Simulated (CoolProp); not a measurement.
Properties of nitrogen along the isobar 3560 kPa.

Values from CoolProp's reference Helmholtz-energy equation of state, Span 2000.

```csv
T (K),phase,cp (kJ/(kg K)),isothermal compressibility (1/MPa),conductivity (mW/(m K)),fugacity coefficient
112.5,liquid,(withheld),0.01697,81.5,0.3997
124.3,liquid,4.990,0.1169,(withheld),0.6114
136.1,supercritical,(withheld),0.5007,21.5,0.7337
147.9,supercritical,1.758,0.3836,19.4,(withheld)
159.6,supercritical,1.498,(withheld),19.2,(withheld)
171.4,supercritical,1.368,0.3242,19.6,0.8746
183.2,supercritical,1.291,0.3119,20.1,0.9005
195,supercritical,1.240,0.3037,20.7,0.9208
206.8,supercritical,1.204,0.2979,21.4,0.9370
```

Q: Some entries are withheld; supply them.

A: 
- 112.5, cp (kJ/(kg K)): 2.554
- 124.3, conductivity (mW/(m K)): 56.6
- 136.1, cp (kJ/(kg K)): 2.595
- 147.9, fugacity coefficient: 0.7964
- 159.6, isothermal compressibility (1/MPa): 0.3445
- 159.6, fugacity coefficient: 0.8409

Thermal conductivity comes from a separate model (Lemmon 2004).
